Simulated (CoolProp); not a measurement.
A single-stage vapour-compression cycle with the fluid: evaporating at 205.15 K (dew point), condensing at 270.15 K (bubble point), superheat 8 K, subcooling 2 K, compressor efficiency 0.9, no pressure losses. The same conditions are run with several fluids, on thermodynamics alone (safety and materials aside).

The numbers come from the reference Helmholtz-energy equation of state of each fluid (R125: Lemmon 2005; propylene: Lemmon 2013; R22: Kamei 1995; carbonyl sulfide: Lemmon 2006; R143a: Lemmon and Jacobsen 2000; ethylene: Smukala 2000) in CoolProp.

| fluid | cooling COP | pressure ratio | discharge temperature (K) | refrigerating effect (kJ/kg) | volumetric capacity (kJ/m³) |
|---|---|---|---|---|---|
| R125 | 2.04 | 17.9 | 295.8 | 107 | 252 |
| propylene | 2.19 | 14.8 | 325.3 | 329 | 286 |
| R22 | 2.17 | 19.4 | 353.5 | 185 | 212 |
| carbonyl sulfide | 2.15 | 14.5 | 386.8 | 249 | 350 |
| R143a | 2.13 | 16.7 | 310.7 | 161 | 262 |
| ethylene | 1.64 | 6.84 | 337.9 | 243 | 2380 |
